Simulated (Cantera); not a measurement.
Equilibrium for hydrogen reduction and annealing atmospheres: V₂O₅ + H₂ + H₂O

A closed system holds: 1 mol V₂O₅, 5.4 mol H₂, 0.098 mol H₂O.

Cantera equilibrium calculation (NASA polynomials, part measured and part estimated; ideal gas, pure solids and liquids). Candidate condensed phases: H₂O, V, VO, V₂O₃, V₂O₄, V₂O₅; 12 gas species. Condensed phases not in the tables: the oxides between V₂O₃ and V₂O₅ other than VO₂. Kinetics and transport are ignored.

Stable condensed phases:

```
T in K \ P in Pa
              10      52     270    1400    7200   37000  190000 1000000
   2123        A       A       B       B       B       B       B       B
   2073        A       B       B       B       B       B       B       B
   2023        A       B       B       B       B       B       B       B
   1973        A       B       B       B       B       B       B       B
   1923        B       B       B       B       B       B       B       B
   1873        B       B       B       B       B       B       B       B
   1823        B       B       B       B       B       B       B       B
   1773        B       B       B       B       B       B       B       B
   1723        B       B       B       B       B       B       B       B
   1673        B       B       B       B       B       B       B       B
```

A: gas only; B: V₂O₃.
